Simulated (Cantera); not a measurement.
Cantera run:

```python
import numpy as np
import cantera as ct

gas_names = """
    Si2C N2 Si
""".split()
cond_names = """
    C(gr) Si3N4(a)
""".split()


# ... load() reads the species with a 1 bar reference pressure and builds the phases ...
species = {s.name: s for s in load("nasa_gas.yaml", gas_names) + load("nasa_condensed.yaml", cond_names)}
# Each term lists the table entries of one substance; the one whose range holds T is used.
reactions = {
    '3 C + 2 Si3N4 = 3 Si2C(g) + 4 N2(g)':
        [(-3, ['C(gr)']), (-2, ['Si3N4(a)']), (3, ['Si2C']), (4, ['N2'])],
    'Si2C(g) = 2 Si(g) + C':
        [(-1, ['Si2C']), (2, ['Si']), (1, ['C(gr)'])],
}


def pick(names, T):
    return next(species[n] for n in names if species[n].thermo.min_temp <= T <= species[n].thermo.max_temp)


results = []
for label, terms in reactions.items():
    print(label)
    print("     T/K   dH/kJ  dS/(J/K)   dG/kJ   log10 K")
    for T in [1275, 1350, 1425, 1500, 1575, 1650, 1725, 1800]:
        used = [(nu, pick(names, T)) for nu, names in terms]
        dH = sum(nu * s.thermo.h(T) for nu, s in used) / 1e6
        dS = sum(nu * s.thermo.s(T) for nu, s in used) / 1e3
        dG = dH - T * dS / 1e3
        logK = -dG * 1e6 / (ct.gas_constant * T * np.log(10))
        results.append((label, T, dH, dS, dG, logK, [s.name for _, s in used]))
        print(f"{T:8g} {dH:8.1f} {dS:8.1f} {dG:8.1f} {logK:8.2f}")
```

Output:

```
3 C + 2 Si3N4 = 3 Si2C(g) + 4 N2(g)
     T/K   dH/kJ  dS/(J/K)   dG/kJ   log10 K
    1275   3052.0   1207.6   1512.4   -61.96
    1350   3044.5   1201.9   1422.0   -55.02
    1425   3036.8   1196.3   1332.1   -48.83
    1500   3028.8   1190.8   1242.6   -43.27
    1575   3020.6   1185.5   1153.5   -38.25
    1650   3012.2   1180.3   1064.8   -33.71
    1725   3003.7   1175.2    976.4   -29.57
    1800   2995.2   1170.4    888.5   -25.78
Si2C(g) = 2 Si(g) + C
     T/K   dH/kJ  dS/(J/K)   dG/kJ   log10 K
    1275    369.2    106.3    233.6    -9.57
    1350    369.6    106.6    225.6    -8.73
    1425    370.0    107.0    217.6    -7.98
    1500    370.5    107.3    209.6    -7.30
    1575    371.0    107.6    201.5    -6.68
    1650    371.4    107.9    193.4    -6.12
    1725    371.9    108.2    185.3    -5.61
    1800    372.4    108.4    177.2    -5.14
```

Cantera with NASA thermochemical tables; ideal gases at 1 bar, condensed phases pure. Condensed species are held in their standard states even where they would react or evaporate.
